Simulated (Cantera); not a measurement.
What does this Cantera script print?

```python
import numpy as np
import cantera as ct

gas = ct.Solution("gri30.yaml")
gas.TPX = 948, 45000, {'H2': 1.3, 'O2': 1, 'N2': 3.8}
reactor = ct.IdealGasConstPressureReactor(gas, energy="off", clone=False)
net = ct.ReactorNet([reactor])
net.rtol, net.atol = 1e-08, 1e-18
show = ['H2', 'O2', 'H', 'O', 'H2O', 'HO2', 'OH']
times = np.geomspace(3e-05, 60, 10)

steps = ct.SolutionArray(gas, extra=["t"])
rows = []
print(f"{'t/s':>10s}{'T/K':>9s}{'P/Pa':>11s}" + "".join(f"{s:>11s}" for s in show))
for t in times:
    while net.time < t:
        t_next = net.step()
        steps.append(gas.state, t=t_next)
    rows.append([np.interp(t, steps.t, y) for y in (steps.T, steps.P, *steps(*show).X.T)])
    print(f"{t:10.3e}{rows[-1][0]:9.1f}{rows[-1][1]:11.4g}" + "".join(f"{x:11.3e}" for x in rows[-1][2:]))
rate = np.gradient(steps.T, steps.t)
print("integrator steps:", len(steps.t))
if steps.T.max() > steps.T[0] + 200:
    print(f"time of steepest temperature rise: {steps.t[rate.argmax()]:.4e} s")
gas.TPX = 948, 45000, {'H2': 1.3, 'O2': 1, 'N2': 3.8}
gas.equilibrate("TP")
print(f"equilibrium (TP): T = {gas.T:.1f} K  " + "  ".join(f"{s} {gas[s].X[0]:.3e}" for s in show))
```

It prints:

```
       t/s      T/K       P/Pa         H2         O2          H          O        H2O        HO2         OH
 3.000e-05    948.0    4.5e+04  2.131e-01  1.639e-01  8.565e-11  1.073e-11  5.520e-11  1.118e-10  3.273e-12
 1.504e-04    948.0    4.5e+04  2.131e-01  1.639e-01  2.306e-09  3.272e-10  5.029e-09  3.163e-09  9.497e-11
 7.540e-04    948.0    4.5e+04  1.980e-01  1.573e-01  3.884e-03  5.235e-04  1.399e-02  6.226e-05  2.811e-04
 3.780e-03    948.0    4.5e+04  3.463e-02  8.037e-02  4.325e-07  1.801e-07  1.997e-01  4.337e-05  1.359e-07
 1.895e-02    948.0    4.5e+04  3.420e-02  8.016e-02  5.232e-07  2.170e-07  2.002e-01  3.259e-05  1.578e-07
 9.499e-02    948.0    4.5e+04  2.912e-02  7.772e-02  1.073e-06  4.703e-07  2.057e-01  4.218e-05  4.194e-07
 4.762e-01    948.0    4.5e+04  1.062e-02  6.911e-02  4.235e-07  3.532e-07  2.265e-01  2.849e-05  4.025e-07
 2.387e+00    948.0    4.5e+04  4.076e-04  6.441e-02  7.314e-09  2.660e-08  2.381e-01  4.056e-06  1.531e-07
 1.197e+01    948.0    4.5e+04  2.456e-05  6.423e-02  6.693e-11  3.195e-10  2.385e-01  3.529e-07  2.138e-08
 6.000e+01    948.0    4.5e+04  1.233e-06  6.422e-02  1.486e-12  7.451e-12  2.385e-01  2.900e-08  7.389e-09
integrator steps: 2340
equilibrium (TP): T = 948.0 K  H2 2.409e-11  O2 6.422e-02  H 3.861e-15  O 1.130e-11  H2O 2.385e-01  HO2 2.015e-10  OH 5.537e-08
```

Detailed kinetics in Cantera: GRI-Mech 3.0 (53 species, 325 reactions). Below about 950 K walls govern HO2 and H2O2 in real vessels. The temperature is held fixed by assumption; the heat of reaction is taken as removed at once.
